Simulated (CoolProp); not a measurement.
Vapour-liquid equilibrium of isobutene (1) + n-octane (2) at 0.0335 MPa; x and y are mole fractions of (1).

The numbers come from the multi-fluid Helmholtz-energy mixture model, Lemmon 2005 and Beckmüller 2019; pair parameters Bell 2016 in CoolProp.

Give the bubble temperature and the first vapour's composition at x = 0.2, 0.65, 0.95. Is there an azeotrope?

x = 0.2: 279.4 K, y = 0.985; x = 0.65: 250.2 K, y = 0.999; x = 0.95: 242.0 K, y = 1.000. No azeotrope shows between x = 0.05 and 0.95.

The pair parameters rest on a limited set of measurements; away from them the model extrapolates.
